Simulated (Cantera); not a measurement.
An adiabatic, constant-pressure homogeneous reactor starts with 20.1 % CO, 1.15 % H2, 1.49 % CH4, 16.2 % O2, 61.0 % N2, at 1400 K and 1.00 bar.

Computed with Cantera and GRI-Mech 3.0 (53 species, 325 reactions).

x: mole fraction; the columns are a selection and need not sum to one.

| t (s) | T (K) | x CO | x H2 | x CH4 | x CH2 | x H | x C2H | x H2O2 |
|---|---|---|---|---|---|---|---|---|
| 7.00e-6 | 1400 | 0.201 | 0.0115 | 0.0149 | <1e-12 | 7.42e-8 | <1e-12 | 1.06e-10 |
| 2.96e-5 | 1400 | 0.201 | 0.0115 | 0.0149 | 9.56e-11 | 1.19e-6 | <1e-12 | … |
| 0.000125 | 1792 | 0.147 | 0.00355 | <1e-12 | <1e-12 | 0.0180 | <1e-12 | … |
| 0.000528 | 2514 | 0.0829 | 0.00291 | <1e-12 | <1e-12 | 0.00508 | <1e-12 | … |
| 0.00223 | 2686 | 0.0668 | 0.00215 | <1e-12 | <1e-12 | 0.00254 | <1e-12 | 8.34e-8 |
| 0.00942 | 2679 | 0.0664 | 0.00215 | <1e-12 | <1e-12 | 0.00245 | <1e-12 | 8.06e-8 |
| 0.0398 | 2678 | 0.0664 | 0.00216 | <1e-12 | <1e-12 | 0.00245 | <1e-12 | 8.03e-8 |
| 0.168 | 2678 | 0.0664 | 0.00216 | <1e-12 | <1e-12 | 0.00245 | <1e-12 | 8.03e-8 |
| 0.710 | 2678 | 0.0664 | 0.00216 | <1e-12 | <1e-12 | 0.00245 | <1e-12 | 8.03e-8 |
| 3.00 | 2678 | 0.0664 | 0.00216 | <1e-12 | <1e-12 | 0.00245 | <1e-12 | 8.03e-8 |

Problem. Some entries are withheld; supply them.

Solution. 
- 2.96e-5, x H2O2: 2.16e-9
- 0.000125, x H2O2: 3.25e-7
- 0.000528, x H2O2: 5.43e-8
